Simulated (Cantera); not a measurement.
What does this Cantera script print?

```python
import numpy as np
import cantera as ct

gas = ct.Solution("h2o2.yaml")
gas.TPX = 1023, 13332, {'H2': 1.6, 'O2': 1, 'N2': 4.4}
reactor = ct.IdealGasConstPressureReactor(gas, energy="off", clone=False)
net = ct.ReactorNet([reactor])
net.rtol, net.atol = 1e-08, 1e-18
show = ['H2', 'O2', 'O', 'H2O', 'H', 'H2O2', 'OH']
times = np.geomspace(5e-06, 1, 15)

steps = ct.SolutionArray(gas, extra=["t"])
rows = []
print(f"{'t/s':>10s}{'T/K':>9s}{'P/Pa':>11s}" + "".join(f"{s:>11s}" for s in show))
for t in times:
    while net.time < t:
        t_next = net.step()
        steps.append(gas.state, t=t_next)
    rows.append([np.interp(t, steps.t, y) for y in (steps.T, steps.P, *steps(*show).X.T)])
    print(f"{t:10.3e}{rows[-1][0]:9.1f}{rows[-1][1]:11.4g}" + "".join(f"{x:11.3e}" for x in rows[-1][2:]))
rate = np.gradient(steps.T, steps.t)
print("integrator steps:", len(steps.t))
if steps.T.max() > steps.T[0] + 200:
    print(f"time of steepest temperature rise: {steps.t[rate.argmax()]:.4e} s")
gas.TPX = 1023, 13332, {'H2': 1.6, 'O2': 1, 'N2': 4.4}
gas.equilibrate("TP")
print(f"equilibrium (TP): T = {gas.T:.1f} K  " + "  ".join(f"{s} {gas[s].X[0]:.3e}" for s in show))
```

Result:

```
       t/s      T/K       P/Pa         H2         O2          O        H2O          H       H2O2         OH
 5.000e-06   1023.0  1.333e+04  2.286e-01  1.429e-01  8.200e-13  5.170e-13  2.886e-11  2.267e-15  5.453e-13
 1.196e-05   1023.0  1.333e+04  2.286e-01  1.429e-01  3.955e-12  4.839e-12  7.020e-11  1.301e-14  2.009e-12
 2.859e-05   1023.0  1.333e+04  2.286e-01  1.429e-01  1.707e-11  4.125e-11  1.872e-10  7.516e-14  7.032e-12
 6.838e-05   1023.0  1.333e+04  2.286e-01  1.429e-01  7.609e-11  3.702e-10  6.617e-10  4.432e-13  2.854e-11
 1.635e-04   1023.0  1.333e+04  2.286e-01  1.429e-01  6.307e-10  5.194e-09  5.098e-09  2.923e-12  2.302e-10
 3.910e-04   1023.0  1.333e+04  2.286e-01  1.429e-01  4.659e-08  4.535e-07  3.727e-07  7.275e-11  1.695e-08
 9.351e-04   1023.0  1.333e+04  2.114e-01  1.359e-01  1.138e-03  1.249e-02  9.344e-03  1.113e-07  4.529e-04
 2.236e-03   1023.0  1.333e+04  1.025e-02  3.830e-02  1.578e-03  2.387e-01  9.853e-03  1.331e-06  1.247e-03
 5.347e-03   1023.0  1.333e+04  1.738e-03  3.300e-02  1.785e-04  2.556e-01  3.666e-04  1.463e-06  3.210e-04
 1.279e-02   1023.0  1.333e+04  3.617e-04  3.239e-02  2.604e-05  2.576e-01  2.171e-05  9.432e-07  1.050e-04
 3.058e-02   1023.0  1.333e+04  7.576e-05  3.228e-02  4.638e-06  2.580e-01  1.922e-06  4.351e-07  4.531e-05
 7.312e-02   1023.0  1.333e+04  1.345e-05  3.226e-02  9.145e-07  2.580e-01  1.732e-07  1.601e-07  2.176e-05
 1.749e-01   1023.0  1.333e+04  2.040e-06  3.226e-02  2.128e-07  2.581e-01  1.594e-08  5.472e-08  1.100e-05
 4.182e-01   1023.0  1.333e+04  3.323e-07  3.226e-02  6.074e-08  2.581e-01  1.905e-09  1.903e-08  5.948e-06
 1.000e+00   1023.0  1.333e+04  8.030e-08  3.226e-02  2.056e-08  2.581e-01  3.338e-10  7.140e-09  3.459e-06
integrator steps: 1774
equilibrium (TP): T = 1023.0 K  H2 6.768e-10  O2 3.226e-02  O 1.542e-10  H2O 2.581e-01  H 2.969e-13  H2O2 6.356e-11  OH 2.979e-07
```

Model: the H2/O2 subset of GRI-Mech 3.0, which has no nitrogen chemistry, integrated in Cantera. Radical loss at walls, strong at low pressure, is not modelled. The temperature is held fixed by assumption; the heat of reaction is taken as removed at once.
